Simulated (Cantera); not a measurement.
Feed: 1 mol Fe(CO)5, 6.1 mol CO, 47 mol N2, equilibrated at 1327 °C.

These are equilibrium values from Cantera (NASA tables, ideal gas, pure condensed phases), not measurements of a reactor. Candidate condensed phases: C, Fe, Fe(CO)5, FeO, Fe2O3, Fe3O4; 27 gas species. Iron dissolves carbon and melts from about 1420 K in contact with it, which pure phases cannot show. Condensed phases not in the tables: cementite and carbon dissolved in iron. The numbers say what is thermodynamically allowed, not how fast it happens.

x: gas mole fraction; n: condensed amount in mol.

```csv
P (Pa),x N2,x CO,x Fe,x CO2,x C2N2,n Fe(γ),n C(graphite)
10,0.800,0.189,0.0110,…,1.82e-10,0.356,0
68,0.808,0.191,0.00161,…,2.45e-9,0.906,0
460,0.809,0.191,0.000238,…,1.34e-8,0.986,0
3200,0.809,0.191,3.43e-5,…,1.34e-8,0.998,0
22000,0.809,0.191,4.98e-6,…,1.34e-8,1.000,0
150000,0.809,0.191,7.31e-7,…,1.34e-8,1.000,0
1000000,0.809,0.191,1.10e-7,…,1.34e-8,1.000,0.00615
```

Complete the blanks.


- 10, x CO2: 8.86e-9
- 68, x CO2: 1.68e-8
- 460, x CO2: 4.88e-8
- 3200, x CO2: 3.40e-7
- 22000, x CO2: 2.34e-6
- 150000, x CO2: 1.59e-5
- 1000000, x CO2: 0.000106
